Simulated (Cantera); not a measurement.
Mixture: CH₄ : C₂H₆ : O₂ : N₂ = 1 : 0.18 : 1.46 : 5.49 (molar parts), equivalence ratio 1.8, at 7500 Torr, adiabatic and at constant volume. Ignition delay is the time to a rise of 400 K.

Model: GRI-Mech 3.0 (53 species, 325 reactions), integrated in Cantera.

**Question.** What does this change do: pressure from 7500 Torr to 760 Torr?

**Answer.** 
```tsv
quantity	before	after
delay at 1273 K	0.276 ms	1.45 ms
delay at 1348 K	0.132 ms	0.702 ms
delay at 1423 K	68.8 µs	0.359 ms
delay at 1498 K	37.8 µs	0.191 ms
delay at 1573 K	21.5 µs	0.107 ms
delay at 1648 K	12.6 µs	63.2 µs
apparent activation energy between 1498 and 1648 K	150 kJ/mol	150 kJ/mol
```
